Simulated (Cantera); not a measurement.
A closed system holds: 1 mol FeS, 0.98 mol SO2, 0.55 mol O2, at 1275 °C and 1 atm.

Equilibrium computed with Cantera from the NASA thermochemical tables; the gas is ideal and each condensed phase is pure. Candidate condensed phases: Fe, FeO, FeS, FeSO4, FeS2, Fe2O3, Fe2(SO4)3, Fe3O4, S; 12 gas species. Metal and sulfide melt together well below either melting point, which pure phases cannot show. Mutual solubility and eutectic melting of coexisting phases are not modelled. The tables' stoichiometric FeO is somewhat more stable than real wüstite, so its field is too wide. FeO, FeS: taken at fixed stoichiometry. The numbers say what is thermodynamically allowed, not how fast it happens.

Base state: SO2 0.857, S2 0.127, S2O 0.00977, SO 0.00640, S 2.47e-5 (mole fractions); condensed: FeO(s) + FeS(l).

**Question.** What changes in the equilibrium state with this change: pressure from 1 atm to 11.0 mbar?

**Answer.** 
```json
[
 {"species": "SO2", "before": "0.857", "after": "0.668"},
 {"species": "S2", "before": "0.127", "after": "0.305"},
 {"species": "SO", "before": "0.00640", "after": "0.0218"},
 {"species": "S", "before": "2.47e-5", "after": "0.000368"},
 {"species": "S2O", "before": "0.00977", "after": "0.00537"},
 {"species": "FeO(s), mol", "before": "0.622", "after": "1.000"},
 {"species": "FeS(l), mol", "before": "0.378", "after": "0"}
]
```
FeO: taken at fixed stoichiometry.
